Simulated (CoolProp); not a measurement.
Vapour pressure (bar) of R113: the reference equation beside estimates from Tc = 214.1 °C, pc = 33.92 bar, ω = 0.253.

Values from CoolProp's reference Helmholtz-energy equation of state, Marx 1992.

| T (°C) | reference | Lee-Kesler | van der Waals | Peng-Robinson |
|---|---|---|---|---|
| 16.65 | 0.3192 | 0.3143 | 2.802 | 0.3248 |
| 36.65 | 0.6948 | 0.6888 | 4.087 | 0.6984 |
| 56.55 | 1.351 | 1.347 | 5.709 | 1.349 |
| 76.45 | 2.409 | 2.412 | 7.707 | 2.397 |
| 96.35 | 4.004 | 4.019 | 10.11 | 3.982 |
| 116.25 | 6.287 | 6.311 | 12.95 | 6.261 |
| 136.25 | 9.440 | 9.465 | 16.26 | 9.425 |
| 156.15 | 13.61 | 13.63 | 20.04 | 13.63 |
| 176.05 | 19.02 | 19.03 | 24.31 | 19.10 |

Absolute difference from the reference over all 9 rows, mean and median: Lee-Kesler 0.4 and 0.3 %, van der Waals 246.0 and 152.5 %, Peng-Robinson 0.5 and 0.4 %.
